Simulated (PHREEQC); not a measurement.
Solution (64 °C): 0.21 mol/kgw AgNO3, 0.0079 mol/kgw HNO3 and 0.00019 mol/kgw Zn(NO3)2. Closed to the air; pH follows from the charge balance.

Equilibrium calculation in PHREEQC: ion-association model, wateq4f.dat.

```tsv
quantity	before	after
pH	2.21	2.21
ZnOH+ (mol/kgw)	1.88e-10	5.81e-11
AgOH (mol/kgw)	2.22e-11	2.23e-11
SI of Ag2O (Ag2O)	-8.96	-9.36
SI of Zincite(c) (ZnO)	-9.12	-9.95
```

What was changed between the two runs?
A) temperature from 64 to 55 °C
B) HNO3 left out
C) Zn(NO3)2 from 0.00019 to 0.00038 mol/kgw
D) temperature from 64 to 45 °C

D, temperature from 64 to 45 °C

This is a speciation only: nothing precipitates in the calculation. At this temperature some constants are extrapolated from 25 °C, and those without enthalpy data are left unchanged.
